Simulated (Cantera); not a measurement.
A Cantera script and what it prints.

```python
import numpy as np
import cantera as ct

gas_names = """
    Cr CrO CrO2 CrO3 H HO2 H2 H2O H2O2 O OH O2 O3
""".split()
cond_names = """
    Cr(cr) Cr(L) Cr2O3(s) Cr2O3(L) H2O(s) H2O(L)
""".split()


# ... load() reads the species with a 1 bar reference pressure and builds the phases ...
atoms = {
    'Cr': {'Cr': 1},
    'O2': {'O': 2},
    'H2': {'H': 2},
    'H2O': {'H': 2, 'O': 1},
}
top_T = {}  # K; cautious upper limits of use, not melting points


# ... equilibrate(T, P, feed) seeds the gas with the atoms and calls Mixture.equilibrate('TP', solver="vcs", rtol=1e-11, max_steps=5000) ...
results = []
feed = {'Cr': 1, 'O2': 0.12, 'H2': 2.2, 'H2O': 29}  # mol
T = 2273  # K
P = 133.322  # Pa
mix = equilibrate(T, P, feed)
results.append((T, P, feed, dict(zip(mix.species_names, mix.species_moles))))
print(gas.report(threshold=1e-05))
for i in range(1, mix.n_phases):
    print(f"{mix.phase(i).name:16s} {mix.phase_moles(i):12.5e} mol")
```

Result:

```
       temperature   2273 K
          pressure   133.32 Pa
           density   0.00011123 kg/m^3
  mean mol. weight   15.768 kg/kmol
   phase of matter   gas

                          1 kg             1 kmol
                     ---------------   ---------------
          enthalpy        -2.634e+06       -4.1532e+07  J
   internal energy       -3.8326e+06        -6.043e+07  J
           entropy             19860        3.1315e+05  J/K
    Gibbs function       -4.7777e+07       -7.5332e+08  J
 heat capacity c_p              2862             45127  J/K
 heat capacity c_v            2334.7             36813  J/K

                      mass frac. Y      mole frac. X     chem. pot. / RT
                     ---------------   ---------------   ---------------
                Cr          0.010377         0.0031468           -15.253
               CrO          0.045464          0.010543           -34.867
              CrO2          0.070973          0.013323           -54.481
              CrO3         0.0002954         4.658e-05           -74.096
                 H         0.0058978          0.092256           -14.172
                H2           0.02056            0.1608           -28.343
               H2O           0.69711           0.61014           -47.958
                 O          0.021711          0.021397           -19.614
                OH          0.058612           0.05434           -33.786
                O2          0.068999             0.034           -39.229
     [   +3 minor]        1.9307e-06        9.2178e-07

Cr(L)             0.00000e+00 mol
Cr2O3(s)          0.00000e+00 mol
```

Method: chemical equilibrium by Gibbs-energy minimisation in Cantera with the NASA 1993 tables (ideal gas, pure condensed phases).
